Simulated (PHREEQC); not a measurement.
Na2S is added in steps, without added water, to 1 kg of water holding 0.0065 mol LiF and 0.0013 mol Ba(OH)2, at 58 °C. No oxygen is let in. CO2 is held at log p = -3.4 (atm). Only these solids could form: BaF2, Witherite, Nahcolite, Natron.

Base run: PHREEQC, ion-association model, wateq4f.dat. Each further column changes one thing. The table gives Ba in solution (mol/kgw).

```
Na2S added (mol)      base  Debye-Hückel limiting law  metal-ligand complexes left out  all activity coefficients set to 1  Davies equation for every ion
----------------  --------  -------------------------  -------------------------------  ----------------------------------  -----------------------------
0                 0.000382                   0.000394                                ?                            0.000315                       0.000384
0.0008083         0.000176                   0.000187                         0.000170                            0.000117                       0.000178
0.001617           8.42e-5                    9.25e-5                                ?                             4.84e-5                        8.56e-5
0.002829           3.97e-5                    4.50e-5                          3.41e-5                             2.12e-5                        4.06e-5
0.003638           2.86e-5                    3.29e-5                          2.32e-5                             1.51e-5                        2.93e-5
0.004446           2.24e-5                    2.61e-5                          1.72e-5                                   ?                        2.30e-5
0.005254           1.86e-5                    2.19e-5                          1.35e-5                             9.74e-6                        1.91e-5
0.006063           1.60e-5                    1.91e-5                          1.10e-5                             8.42e-6                        1.65e-5
0.006871           1.42e-5                    1.71e-5                          9.29e-6                             7.50e-6                        1.46e-5
0.008083           1.23e-5                          ?                          7.50e-6                                   ?                        1.27e-5
0.008892           1.14e-5                    1.41e-5                                ?                             6.11e-6                        1.18e-5
0.0097             1.07e-5                    1.33e-5                          5.96e-6                             5.76e-6                        1.10e-5
```

### Question
Some entries are withheld; supply them.

### Answer

- 0, metal-ligand complexes left out: 0.000376
- 0.001617, metal-ligand complexes left out: 7.82e-5
- 0.004446, all activity coefficients set to 1: 1.17e-5
- 0.008083, Debye-Hückel limiting law: 1.50e-5
- 0.008083, all activity coefficients set to 1: 6.56e-6
- 0.008892, metal-ligand complexes left out: 6.64e-6

The polysulfide entries of wateq4f.dat were taken out for this run. At this temperature some constants are extrapolated from 25 °C, and those without enthalpy data are left unchanged.
